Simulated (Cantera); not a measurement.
What does this Cantera script print?

```python
import numpy as np
import cantera as ct

gas_names = """
    H HNO HNO2 HNO3 HO2 H2 H2O H2O2 N NH NH2 NH3 NH2OH NO NO2 NO3 N2 N2H2 N2H4 N2O O OH O2 O3 Si SiH
    SiH2 SiH3 SiH4 SiN SiO SiO2 Si2 Si2N Si3
""".split()
cond_names = """
    H2O(s) H2O(L) Si(cr) Si(L) SiO2(Lqz) SiO2(hqz) SiO2(L) Si2N2O(s) Si3N4(a)
""".split()


# ... load() reads the species with a 1 bar reference pressure and builds the phases ...
atoms = {
    'Si3N4': {'Si': 3, 'N': 4},
    'H2O': {'H': 2, 'O': 1},
    'N2': {'N': 2},
}
top_T = {'Si2N2O(s)': 2100, 'Si3N4(a)': 2400}  # K; cautious upper limits of use, not melting points


# ... equilibrate(T, P, feed) seeds the gas with the atoms and calls Mixture.equilibrate('TP', solver="vcs", rtol=1e-11, max_steps=5000) ...
results = []
T = 1675  # K
P = 1000  # Pa
for m in [0.28, 0.44, 0.59, 0.74, 0.9, 1, 1.2, 1.4, 1.5, 1.7, 1.8, 2]:
    feed = {'Si3N4': 1, 'H2O': m, 'N2': 1.2}  # mol
    mix = equilibrate(T, P, feed)
    results.append((T, P, feed, dict(zip(mix.species_names, mix.species_moles))))
    x = sorted(zip(gas.X, gas.species_names), reverse=True)
    print(f"T = {T:g} K  P = {P:g} Pa  n(H2O) = {m:g} mol  gas = {mix.phase_moles(0):.4g} mol")
    print("   x: " + "  ".join(f"{s} {v:.3e}" for v, s in x if v > 0.001))
    print("   condensed (mol): " + ("  ".join(f"{mix.phase(i).name} {mix.phase_moles(i):.4g}"
          for i in range(1, mix.n_phases) if mix.phase_moles(i) > 1e-12) or "none"))
```

Output:

```
T = 1675 K  P = 1000 Pa  n(H2O) = 0.28 mol  gas = 1.578 mol
   x: N2 8.204e-01  H2 1.772e-01  SiO 1.932e-03
   condensed (mol): Si2N2O(s) 0.277  Si3N4(a) 0.8143
T = 1675 K  P = 1000 Pa  n(H2O) = 0.44 mol  gas = 1.792 mol
   x: N2 7.522e-01  H2 2.453e-01  SiO 1.988e-03
   condensed (mol): Si2N2O(s) 0.4364  Si3N4(a) 0.7078
T = 1675 K  P = 1000 Pa  n(H2O) = 0.59 mol  gas = 1.993 mol
   x: N2 7.016e-01  H2 2.958e-01  SiO 2.035e-03
   condensed (mol): Si2N2O(s) 0.5859  Si3N4(a) 0.608
T = 1675 K  P = 1000 Pa  n(H2O) = 0.74 mol  gas = 2.194 mol
   x: N2 6.602e-01  H2 3.370e-01  SiO 2.077e-03
   condensed (mol): Si2N2O(s) 0.7354  Si3N4(a) 0.5082
T = 1675 K  P = 1000 Pa  n(H2O) = 0.9 mol  gas = 2.408 mol
   x: N2 6.237e-01  H2 3.734e-01  SiO 2.116e-03
   condensed (mol): Si2N2O(s) 0.8949  Si3N4(a) 0.4017
T = 1675 K  P = 1000 Pa  n(H2O) = 1 mol  gas = 2.542 mol
   x: N2 6.040e-01  H2 3.931e-01  SiO 2.139e-03
   condensed (mol): Si2N2O(s) 0.9946  Si3N4(a) 0.3351
T = 1675 K  P = 1000 Pa  n(H2O) = 1.2 mol  gas = 2.809 mol
   x: N2 5.703e-01  H2 4.268e-01  SiO 2.181e-03
   condensed (mol): Si2N2O(s) 1.194  Si3N4(a) 0.202
T = 1675 K  P = 1000 Pa  n(H2O) = 1.4 mol  gas = 3.077 mol
   x: N2 5.424e-01  H2 4.546e-01  SiO 2.217e-03
   condensed (mol): Si2N2O(s) 1.393  Si3N4(a) 0.06892
T = 1675 K  P = 1000 Pa  n(H2O) = 1.5 mol  gas = 3.211 mol
   x: N2 5.302e-01  H2 4.668e-01  SiO 2.234e-03
   condensed (mol): Si2N2O(s) 1.493  Si3N4(a) 0.002371
T = 1675 K  P = 1000 Pa  n(H2O) = 1.7 mol  gas = 3.922 mol
   x: N2 4.793e-01  H2 4.330e-01  SiO 8.683e-02
   condensed (mol): SiO2(hqz) 0.0196  Si2N2O(s) 1.32
T = 1675 K  P = 1000 Pa  n(H2O) = 1.8 mol  gas = 4.076 mol
   x: N2 4.707e-01  H2 4.411e-01  SiO 8.737e-02
   condensed (mol): SiO2(hqz) 0.08108  Si2N2O(s) 1.281
T = 1675 K  P = 1000 Pa  n(H2O) = 2 mol  gas = 4.385 mol
   x: H2 4.556e-01  N2 4.551e-01  SiO 8.835e-02
   condensed (mol): SiO2(hqz) 0.204  Si2N2O(s) 1.204
```

Method: chemical equilibrium by Gibbs-energy minimisation in Cantera with the NASA 1993 tables (ideal gas, pure condensed phases). Mutual solubility and eutectic melting of coexisting phases are not modelled. The tables hold silica as quartz up to 1696 K and as liquid above; real silica turns to tridymite and cristobalite and melts near 1996 K.
